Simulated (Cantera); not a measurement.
Feed: 1 mol Cr, 1.5 mol N₂, 0.54 mol H₂O, equilibrated at 1698.15 K and 100000 Pa.

Method: chemical equilibrium by Gibbs-energy minimisation in Cantera with the NASA 1993 tables (ideal gas, pure condensed phases). Candidate condensed phases: Cr, CrN, Cr₂N, Cr₂O₃, H₂O; 29 gas species. Mutual solubility and eutectic melting of coexisting phases are not modelled. Equilibrium is a limit: real reactors are often held back by kinetics, nucleation or transport.

**Question.** What is the equilibrium state?

**Answer.** 
```
Property                              Value
--------------------------------  ---------
x(N₂)                                 0.713
x(H₂)                                 0.286
x(H₂O)                              0.00123
x(H)                                7.74e-5
x(Cr)                               1.78e-5
x(NH₃)                              4.72e-6
n(Cr₂N(s))                        0.321 mol
n(Cr₂O₃(s))                       0.179 mol
gas amount                        1.880 mol
log10 activity of Cr(s) (absent)      -0.06
```
